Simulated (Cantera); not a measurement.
An isothermal, constant-pressure homogeneous reactor starts with H2 : O2 : N2 = 0.4 : 1 : 11 (molar parts), equivalence ratio 0.20, at 1048 K and 100000 Pa. Integrator tolerance rtol = 1e-08.

Computed with Cantera and GRI-Mech 3.0 (53 species, 325 reactions).

Problem. What does this change do: temperature 1048 to 1375 K?

Solution. 
```
quantity                                             before                                      after
----------------  -----------------------------------------  -----------------------------------------
x(H2) at 30.0 s   4.47e-11 (gas-phase equilibrium 4.42e-11)    3.94e-8 (gas-phase equilibrium 3.95e-8)
x(O2) at 30.0 s       0.0656 (gas-phase equilibrium 0.0656)      0.0656 (gas-phase equilibrium 0.0654)
x(NO) at 30.0 s     1.47e-7 (gas-phase equilibrium 3.11e-5)   4.25e-6 (gas-phase equilibrium 0.000377)
x(HO2) at 30.0 s  4.52e-10 (gas-phase equilibrium 4.63e-10)    1.75e-8 (gas-phase equilibrium 1.75e-8)
x(H) at 30.0 s        <1e-12 (gas-phase equilibrium <1e-12)  6.85e-10 (gas-phase equilibrium 6.85e-10)
x(H2O) at 30.0 s      0.0328 (gas-phase equilibrium 0.0328)      0.0328 (gas-phase equilibrium 0.0328)
```

Problem. What does this change do: temperature 1048 to 1350 K?

Solution. 
| quantity | before | after |
|---|---|---|
| x(H2) at 30.0 s | 4.47e-11 (gas-phase equilibrium 4.42e-11) | 2.63e-8 (gas-phase equilibrium 2.63e-8) |
| x(O2) at 30.0 s | 0.0656 (gas-phase equilibrium 0.0656) | 0.0656 (gas-phase equilibrium 0.0654) |
| x(NO) at 30.0 s | 1.47e-7 (gas-phase equilibrium 3.11e-5) | 3.67e-6 (gas-phase equilibrium 0.000325) |
| x(HO2) at 30.0 s | 4.52e-10 (gas-phase equilibrium 4.63e-10) | 1.41e-8 (gas-phase equilibrium 1.41e-8) |
| x(H) at 30.0 s | <1e-12 (gas-phase equilibrium <1e-12) | 3.89e-10 (gas-phase equilibrium 3.89e-10) |
| x(H2O) at 30.0 s | 0.0328 (gas-phase equilibrium 0.0328) | 0.0328 (gas-phase equilibrium 0.0328) |
